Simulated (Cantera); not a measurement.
Mixture: CH4 : H2 : O2 : N2 = 1 : 0.23 : 1.92 : 6.73 (molar parts), equivalence ratio 1.1, at 0.345 atm, adiabatic and at constant pressure. Ignition delay is the time to a rise of 400 K.

Computed with Cantera and GRI-Mech 3.0 (53 species, 325 reactions). Below about 1000 K GRI-Mech 3.0 lacks low-temperature oxidation paths. Below about 950 K walls govern HO2 and H2O2 in real vessels.

### Question
What does this change do: 0.18 parts H2O added?

### Answer
```csv
quantity,before,after
delay at 850 K,1.77 s,2.05 s
delay at 1050 K,86.0 ms,88.4 ms
delay at 1250 K,8.98 ms,9.47 ms
delay at 1450 K,1.50 ms,1.56 ms
apparent activation energy between 1350 and 1550 K,130 kJ/mol,130 kJ/mol
```
